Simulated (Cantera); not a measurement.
# Equilibrium for thermal oxidation and active oxidation of silicon: Si + O2 + N2

Input: 1 mol Si, 0.003 mol O2, 190 mol N2, held at 13.5 Torr.

These are equilibrium values from Cantera (NASA tables, ideal gas, pure condensed phases), not measurements of a reactor. Candidate condensed phases: Si, SiO2, Si2N2O, Si3N4; 16 gas species. N2 is the only nitrogen source here; it is nearly inert below about 1500 K, so the nitride shown seldom forms there in practice. Mutual solubility and eutectic melting of coexisting phases are not modelled. The tables' values for SiN are old estimates; treat these amounts as uncertain. Rates play no part.

From 1400 K to 1500 K the condensed part is Si2N2O(s) + Si3N4(s). From 1600 K to 1800 K the condensed part is Si3N4(s). From 1900 K to 2000 K the condensed part is Si(l). At 2100 K nothing is condensed. The main Si-bearing gas is SiO at 1400 K and Si at 2100 K. The share of Si in condensed phases is highest at 1400 K (100.0 %) and lowest at 2100 K (0.0 %).

```
T (K)   x N2      x Si     x SiN    x Si2N     x Si2  n Si2N2O(s)  n Si3N4(s)  n Si(l)
-----  -----  --------  --------  --------  --------  -----------  ----------  -------
1400    1.00  2.13e-10  5.81e-11    <1e-12    <1e-12      0.00595       0.329        0
1500   1.000   1.11e-8   1.92e-9  5.51e-11    <1e-12      0.00474       0.330        0
1600   1.000   3.53e-7   4.08e-8   4.45e-9  5.73e-11            0       0.331        0
1700   1.000   7.38e-6   6.00e-7   2.12e-7   6.34e-9            0       0.331        0
1800   1.000  0.000110   6.51e-6   6.50e-6   4.11e-7            0       0.323        0
1900   0.999  0.000701   3.14e-5   4.55e-5   5.63e-6            0           0    0.835
2000   0.997   0.00242   8.44e-5  0.000111   2.51e-5            0           0    0.462
2100   0.995   0.00477  0.000132  0.000102   4.00e-5            0           0        0
```
x: gas mole fraction; n: condensed amount in mol.
